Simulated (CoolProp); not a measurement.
Saturated liquid density (kg/m³) of CH3F (R41): the reference equation beside estimates from Tc = 317.3 K, pc = 5906 kPa, ω = 0.200. Rackett uses Z = 0.29056 − 0.08775 ω.

Values from CoolProp's reference Helmholtz-energy equation of state, Lemmon 2006. It is a short technical equation, of lower accuracy than the large ones.

```json
[
 {"T (K)": "192.2", "reference": "886.6", "Rackett": "755.1", "van der Waals": "467.8", "Redlich-Kwong": "688.2", "Peng-Robinson": "794.3"},
 {"T (K)": "194.6", "reference": "881.6", "Rackett": "751.0", "van der Waals": "465.4", "Redlich-Kwong": "683.9", "Peng-Robinson": "790.1"},
 {"T (K)": "197", "reference": "876.5", "Rackett": "746.8", "van der Waals": "462.9", "Redlich-Kwong": "679.6", "Peng-Robinson": "785.8"},
 {"T (K)": "199.4", "reference": "871.5", "Rackett": "742.6", "van der Waals": "460.4", "Redlich-Kwong": "675.3", "Peng-Robinson": "781.4"},
 {"T (K)": "201.8", "reference": "866.4", "Rackett": "738.3", "van der Waals": "457.8", "Redlich-Kwong": "670.8", "Peng-Robinson": "777.0"},
 {"T (K)": "204.2", "reference": "861.2", "Rackett": "734.0", "van der Waals": "455.2", "Redlich-Kwong": "666.3", "Peng-Robinson": "772.4"},
 {"T (K)": "206.6", "reference": "856.0", "Rackett": "729.7", "van der Waals": "452.6", "Redlich-Kwong": "661.8", "Peng-Robinson": "767.8"},
 {"T (K)": "209", "reference": "850.7", "Rackett": "725.4", "van der Waals": "450.0", "Redlich-Kwong": "657.1", "Peng-Robinson": "763.1"},
 {"T (K)": "211.4", "reference": "845.4", "Rackett": "720.9", "van der Waals": "447.3", "Redlich-Kwong": "652.4", "Peng-Robinson": "758.3"},
 {"T (K)": "213.8", "reference": "840.0", "Rackett": "716.5", "van der Waals": "444.6", "Redlich-Kwong": "647.6", "Peng-Robinson": "753.4"},
 {"T (K)": "216.2", "reference": "834.6", "Rackett": "712.0", "van der Waals": "441.8", "Redlich-Kwong": "642.8", "Peng-Robinson": "748.4"},
 {"T (K)": "218.6", "reference": "829.1", "Rackett": "707.4", "van der Waals": "439.0", "Redlich-Kwong": "637.8", "Peng-Robinson": "743.2"}
]
```

Absolute difference from the reference over all 12 rows, mean and median: Rackett 14.8 and 14.8 %, van der Waals 47.1 and 47.1 %, Redlich-Kwong 22.7 and 22.7 %, Peng-Robinson 10.3 and 10.3 %.
